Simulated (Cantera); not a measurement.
Input: 1 mol C₂H₆, 0.073 mol H₂O, at 1075 °C and 8.25 Torr.

Equilibrium computed with Cantera from the NASA thermochemical tables; the gas is ideal and each condensed phase is pure. Kinetics and transport are ignored.

```
species            before    after
----------------  -------  -------
H₂                  0.977    0.907
CO                 0.0232   0.0924
CH₄               6.12e-5  5.28e-5
H                 2.18e-5  2.11e-5
C(graphite), mol     1.93     1.81
```
Gas species are given as mole fractions.

Problem. What was changed between the two runs?
(A) H₂O from 0.073 to 0.021 mol
(B) temperature from 1075 °C to 1477 °C
(C) 0.12 mol CO₂ added
(D) temperature from 1075 °C to 1650 °C

Solution. C, 0.12 mol CO₂ added
